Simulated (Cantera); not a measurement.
A closed system holds: 1 mol HMDSO, 2 mol O3, 6.9 mol N2, at 7.50 Torr.

These are equilibrium values from Cantera (NASA tables, ideal gas, pure condensed phases), not measurements of a reactor. Candidate condensed phases: C, C6H6, C7H8, C8H18, H2O, Si, SiC, SiO2, Si2N2O, Si3N4; 151 gas species. The feed counts by its element totals alone. N2 is the only nitrogen source here; it is nearly inert below about 1500 K, so the nitride shown seldom forms there in practice. Mutual solubility and eutectic melting of coexisting phases are not modelled. The tables hold silica as quartz up to 1696 K and as liquid above; real silica turns to tridymite and cristobalite and melts near 1996 K. Gases not in the tables: Si2H6 and higher silanes. The numbers say what is thermodynamically allowed, not how fast it happens.

Which condensed phases are stable at each of these points (T (K)): 900, 1000, 1100, 1200, 1300, 1400, 1500, 1600, 1700, 1800, 1900, 2000, 2100?


```json
[
 {"T (K)": "900", "condensed phases": "C(graphite) + SiO2(β-quartz)", "Si condensed (%)": "100.0"},
 {"T (K)": "1000", "condensed phases": "C(graphite) + SiO2(β-quartz)", "Si condensed (%)": "100.0"},
 {"T (K)": "1100", "condensed phases": "C(graphite) + SiO2(β-quartz)", "Si condensed (%)": "100.0"},
 {"T (K)": "1200", "condensed phases": "C(graphite) + SiO2(β-quartz) + Si2N2O(s)", "Si condensed (%)": "100.0"},
 {"T (K)": "1300", "condensed phases": "Si2N2O(s)", "Si condensed (%)": "100.0"},
 {"T (K)": "1400", "condensed phases": "Si2N2O(s)", "Si condensed (%)": "99.9"},
 {"T (K)": "1500", "condensed phases": "Si2N2O(s)", "Si condensed (%)": "99.5"},
 {"T (K)": "1600", "condensed phases": "SiC(s) + Si2N2O(s)", "Si condensed (%)": "95.9"},
 {"T (K)": "1700", "condensed phases": "SiC(s) + Si2N2O(s)", "Si condensed (%)": "58.9"},
 {"T (K)": "1800", "condensed phases": "SiC(s)", "Si condensed (%)": "24.8"},
 {"T (K)": "1900", "condensed phases": "SiC(s)", "Si condensed (%)": "24.5"},
 {"T (K)": "2000", "condensed phases": "SiC(s)", "Si condensed (%)": "23.6"},
 {"T (K)": "2100", "condensed phases": "SiC(s)", "Si condensed (%)": "20.6"}
]
```

From 900 K to 1100 K the condensed part is C(graphite) + SiO2(β-quartz). At 1200 K the condensed part is C(graphite) + SiO2(β-quartz) + Si2N2O(s). From 1300 K to 1500 K the condensed part is Si2N2O(s). From 1600 K to 1700 K the condensed part is SiC(s) + Si2N2O(s). From 1800 K to 2100 K the condensed part is SiC(s).
